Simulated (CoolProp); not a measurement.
20 sccm (0 °C, 1 atm) of nitrogen bubbles through liquid 1,2-dichloroethane at 328.1 K and leaves saturated at a total pressure of 0.15 MPa (ideal gas phase). Each further row changes one setting.

Computed with CoolProp (reference Helmholtz-energy equation of state, Thol 2015).

| case | vapour pressure (kPa) | mole fraction of vapour | delivery (mg/min) | delivery (sccm) | change of delivery for a bath 1 K warmer (%) |
|---|---|---|---|---|---|
| as stated | 37.7 | 0.252 | 29.7 | [?] | 5.2 |
| bath temperature 333.1 K | 45.5 | 0.303 | 38.5 | [?] | 5.5 |
| total pressure 0.3 MPa | 37.7 | 0.126 | 12.7 | [?] | [?] |

**Question.** What belongs in the gaps?

**Answer.** 
- as stated, delivery (sccm): 6.73
- bath temperature 333.1 K, delivery (sccm): 8.71
- total pressure 0.3 MPa, delivery (sccm): 2.88
- total pressure 0.3 MPa, change of delivery for a bath 1 K warmer (%): 4.5
